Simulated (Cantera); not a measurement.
A Cantera script and what it prints.

```python
import numpy as np
import cantera as ct

gas_names = """
    CL CL2 H HCL H2 Si SiCL SiCL2 SiCL3 SiCL4 SiH SiHCL3 SiH2 SiH2CL2 SiH3 SiH3CL SiH4 Si2 Si3
""".split()
cond_names = """
    Si(cr) Si(L)
""".split()


# ... load() reads the species with a 1 bar reference pressure and builds the phases ...
atoms = {
    'SiCl4': {'Si': 1, 'CL': 4},
    'HCl': {'H': 1, 'CL': 1},
    'H2': {'H': 2},
}
top_T = {}  # K; cautious upper limits of use, not melting points


# ... equilibrate(T, P, feed) seeds the gas with the atoms and calls Mixture.equilibrate('TP', solver="vcs", rtol=1e-11, max_steps=5000) ...
results = []
feed = {'SiCl4': 1, 'HCl': 0.93, 'H2': 0.74}  # mol
P = 13332.2  # Pa
for T in [650, 700, 750, 800, 850, 900, 950, 1000, 1050, 1100, 1150, 1200, 1250]:
    mix = equilibrate(T, P, feed)
    results.append((T, P, feed, dict(zip(mix.species_names, mix.species_moles))))

top = {s: max(r[3][s] / sum(r[3][g] for g in gas_names) for r in results) for s in gas_names}
cols = sorted((s for s in top if top[s] > 0.0001), key=lambda s: -top[s])[:8]
seen = [c for c in cond_names if any(r[3].get(c, 0) > 1e-12 for r in results)]
print("log10 of partial pressures in bar; condensed amounts in mol")
print(f"{'T/K':>10s}" + "".join(f"{s[:9]:>10s}" for s in cols + seen))
for T, P, feed, n in results:
    ng = sum(n[g] for g in gas_names)
    print(f"{T:10.4g}" + "".join(f"{np.log10(max(n[s] / ng * P / 1e5, 1e-99)):10.3f}" for s in cols)
          + "".join(f"{n.get(c, 0):10.4g}" for c in seen))
```

It prints:

```
log10 of partial pressures in bar; condensed amounts in mol
       T/K     SiCL4       HCL        H2     SiCL3    SiHCL3     SiCL2
       650    -1.302    -1.333    -1.432    -9.554    -5.491   -14.997
       700    -1.302    -1.333    -1.432    -8.536    -5.091   -13.253
       750    -1.302    -1.333    -1.433    -7.657    -4.746   -11.745
       800    -1.302    -1.333    -1.433    -6.889    -4.446   -10.430
       850    -1.302    -1.333    -1.433    -6.213    -4.183    -9.274
       900    -1.303    -1.332    -1.434    -5.615    -3.951    -8.249
       950    -1.303    -1.331    -1.435    -5.081    -3.745    -7.336
      1000    -1.304    -1.330    -1.436    -4.603    -3.562    -6.518
      1050    -1.306    -1.329    -1.438    -4.173    -3.398    -5.783
      1100    -1.308    -1.327    -1.440    -3.786    -3.253    -5.120
      1150    -1.312    -1.323    -1.445    -3.437    -3.126    -4.523
      1200    -1.319    -1.317    -1.451    -3.125    -3.019    -3.988
      1250    -1.331    -1.307    -1.462    -2.851    -2.935    -3.516
```

Cantera equilibrium calculation (NASA polynomials, part measured and part estimated; ideal gas, pure solids and liquids). The tables' values for SiCl3 are old estimates; treat these amounts as uncertain.
